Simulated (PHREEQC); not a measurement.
Solution A (0.018 mol NaH2PO4 and 0.18 mol NaOH per kg of water) is mixed with solution B (1 mmol/kgw HF and 9.5 mmol/kgw NaF) at 9.9 °C; shares are by mass of water, 1 kg in all. Oxygen is held at 0.21 atm. CO2 from the air is kept out. No solid was allowed to form.

The series has 11 steps of share of solution B, from 0 to 1.

Equilibrium calculation in PHREEQC: ion-association model, phreeqc.dat.

### Question
Between which two steps does the pH jump most, and from what to what?

### Answer
Between share of solution B = 0.9 and 1: from 12.61 to 4.05.

Constants without temperature data keep their 25 °C values here.
